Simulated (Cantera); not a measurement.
Feed: 1 mol HI, 0.053 mol H₂O, 1.2 mol H₂, held at 4400000 Pa.

Cantera equilibrium calculation (NASA polynomials, part measured and part estimated; ideal gas, pure solids and liquids). Candidate condensed phases: H₂O, I₂; 12 gas species. The ideal-gas law is rough above about 30 bar. Rates play no part. All values below are at 2475 K.

Base state: H₂ 0.580, HI 0.206, I 0.183, H₂O 0.0213, I₂ 0.00696, H 0.00258, OH 1.91e-5 (mole fractions); condensed: gas only.

Question: What changes in the equilibrium state with this change: pressure from 4400000 Pa to 100000 Pa?

Answer: 
| species | before | after |
|---|---|---|
| H₂ | 0.580 | 0.593 |
| I | 0.183 | 0.315 |
| HI | 0.206 | 0.0541 |
| H | 0.00258 | 0.0173 |
| H₂O | 0.0213 | 0.0195 |
| I₂ | 0.00696 | 0.000469 |
| OH | 1.91e-5 | 0.000115 |

Question: What changes in the equilibrium state with this change: H₂ from 1.2 to 14 mol?

Answer: 
```tsv
species	before	after
H₂	0.580	0.928
HI	0.206	0.0383
I	0.183	0.0269
H₂O	0.0213	0.00347
I₂	0.00696	0.000150
OH	1.91e-5	2.46e-6
H	0.00258	0.00327
```
